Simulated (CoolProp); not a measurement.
Vapour pressure (bar) of acetone: the reference equation beside estimates from Tc = 508.1 K, pc = 46.92 bar, ω = 0.307. Clausius-Clapeyron is anchored at 314.9 K with a constant enthalpy of vaporisation of 30.02 kJ/mol.

Values from CoolProp's reference Helmholtz-energy equation of state, Lemmon 2006. It is a short technical equation, of lower accuracy than the large ones.

```tsv
T (K)	reference	Clausius-Clapeyron	Redlich-Kwong	Soave-Redlich-Kwong
258.9	0.04160	0.05065	0.1372	0.03805
277.6	0.1172	0.1296	0.3342	0.1098
296.2	0.2823	0.2933	0.7053	0.2697
314.9	0.6049	0.6049	1.340	0.5876
333.6	1.174	1.150	2.332	1.156
352.3	2.102	2.043	3.784	2.093
370.9	3.512	3.416	5.788	3.530
389.6	5.571	5.451	8.468	5.640
408.3	8.442	8.333	11.91	8.592
427	12.31	12.27	16.22	12.58
445.6	17.36	17.47	21.44	17.76
```

Absolute difference from the reference over all 11 rows, mean and median: Clausius-Clapeyron 4.4 and 2.2 %, Redlich-Kwong 98.0 and 80.0 %, Soave-Redlich-Kwong 2.9 and 2.2 %.
